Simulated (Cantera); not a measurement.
Cantera run:

```python
import numpy as np
import cantera as ct

gas_names = """
    Ca CaF CaF2 Ca2 F F2 H HF H2 H2F2 H3F3 H4F4 H5F5 H6F6 H7F7
""".split()
cond_names = """
    Ca(a) Ca(b) Ca(L) CaF2(a) CaF2(b) CaF2(L)
""".split()


def load(file, names, dense=False):
    # The tables refer to 1 bar. Condensed volumes are neglected.
    table = {s.name: s for s in ct.Species.list_from_file(file)}
    out = []
    for n in names:
        d = dict(table[n].input_data)
        d["thermo"] = dict(d["thermo"], **{"reference-pressure": 1e5})
        if dense:
            d["equation-of-state"] = {"model": "constant-volume", "density": "1e6 g/cm^3"}
        out.append(ct.Species.from_dict(d))
    return out


gas = ct.Solution(thermo="ideal-gas", species=load("nasa_gas.yaml", gas_names))
cond = {s.name: ct.Solution(thermo="fixed-stoichiometry", species=[s], name=s.name)
        for s in load("nasa_condensed.yaml", cond_names, dense=True)}
atoms = {
    'CaF2': {'Ca': 1, 'F': 2},
    'H2': {'H': 2},
}
top_T = {}  # K; cautious upper limits of use, not melting points


def equilibrate(T, P, feed):
    n = {}
    for name, mol in feed.items():
        for a, k in atoms[name].items():
            n[a] = n.get(a, 0.0) + k * mol
    gas.TPX = T, P, n
    mass = sum(n.values()) * gas.mean_molecular_weight
    gas.equilibrate("TP")
    valid = [c for c in cond.values() if c.min_temp <= T <= top_T.get(c.name, c.max_temp)]
    mix = ct.Mixture([(gas, mass / gas.mean_molecular_weight)] + [(c, 0.0) for c in valid])
    mix.T, mix.P = T, P
    mix.equilibrate("TP", solver="vcs", rtol=1e-11, max_steps=5000)
    return mix


results = []
feed = {'CaF2': 1, 'H2': 9.4}  # mol
P = 1000  # Pa
for T in [1375, 1425, 1475, 1525, 1575, 1625, 1675, 1725, 1775, 1825, 1875]:
    mix = equilibrate(T, P, feed)
    results.append((T, P, feed, dict(zip(mix.species_names, mix.species_moles))))

top = {s: max(r[3][s] / sum(r[3][g] for g in gas_names) for r in results) for s in gas_names}
cols = sorted((s for s in top if top[s] > 0.0001), key=lambda s: -top[s])[:9]
seen = [c for c in cond_names if any(r[3].get(c, 0) > 1e-12 for r in results)]
print("log10 of partial pressures in bar; condensed amounts in mol")
print(f"{'T/K':>10s}" + "".join(f"{s[:9]:>10s}" for s in cols + seen))
for T, P, feed, n in results:
    ng = sum(n[g] for g in gas_names)
    print(f"{T:10.4g}" + "".join(f"{np.log10(max(n[s] / ng * P / 1e5, 1e-99)):10.3f}" for s in cols)
          + "".join(f"{n.get(c, 0):10.4g}" for c in seen))
```

Output:

```
log10 of partial pressures in bar; condensed amounts in mol
       T/K        H2      CaF2        HF       CaF         H        Ca   CaF2(a)   CaF2(b)   CaF2(L)
      1375    -2.000    -6.939    -6.500    -7.376    -6.465    -6.863    0.9997         0         0
      1425    -2.000    -6.395    -6.129    -6.890    -6.166    -6.512         0    0.9992         0
      1475    -2.000    -5.896    -5.784    -6.444    -5.887    -6.193         0    0.9979         0
      1525    -2.001    -5.434    -5.462    -6.033    -5.626    -5.899         0    0.9945         0
      1575    -2.001    -5.005    -5.160    -5.652    -5.382    -5.629         0    0.9864         0
      1625    -2.002    -4.606    -4.875    -5.299    -5.153    -5.382         0     0.968         0
      1675    -2.005    -4.234    -4.607    -4.971    -4.938    -5.155         0    0.9279         0
      1725    -2.010    -3.904    -4.362    -4.678    -4.736    -4.950         0         0    0.8498
      1775    -2.018    -3.603    -4.134    -4.410    -4.547    -4.764         0         0    0.7024
      1825    -2.033    -3.321    -3.921    -4.160    -4.373    -4.594         0         0    0.4242
      1875    -2.055    -3.096    -3.737    -3.952    -4.211    -4.446         0         0         0
```

Cantera equilibrium calculation (NASA polynomials, part measured and part estimated; ideal gas, pure solids and liquids).
